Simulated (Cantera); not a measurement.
Cantera with NASA thermochemical tables; ideal gases at 1 bar, condensed phases pure. Values are per mole of reaction as written; species without (g) are pure solids or liquids, kept so even where they would boil at 1 bar. The tables' values for SiF2 are old estimates.

2 SF6(g) + 6 Si = 6 SiF2(g) + S2(g)

| T (K) | ΔH° (kJ) | ΔS° (J/K) | ΔG° (kJ) | log10 K | condensed phases |
|---|---|---|---|---|---|
| 300 | -957.8 | 1071.8 | -1279.3 | 222.75 | Si(s) |
| 1575 | [?] | [?] | [?] | [?] | Si(s) |
| 1600 | -1057.7 | 959.5 | -2593.0 | 84.65 | Si(s) |
| 1625 | -1060.2 | 958.0 | -2616.9 | 84.12 | Si(s) |
| 1650 | -1062.7 | 956.5 | -2640.9 | 83.60 | Si(s) |
| 1675 | -1065.2 | 955.0 | -2664.8 | 83.10 | Si(s) |
| 1700 | [?] | [?] | [?] | [?] | Si(l) |

### Question
Some entries are withheld; supply them.

### Answer

- 1575, ΔH° (kJ): -1055.3
- 1575, ΔS° (J/K): 961.1
- 1575, ΔG° (kJ): -2568.9
- 1575, log10 K: 85.20
- 1700, ΔH° (kJ): -1368.8
- 1700, ΔS° (J/K): 775.3
- 1700, ΔG° (kJ): -2686.8
- 1700, log10 K: 82.55
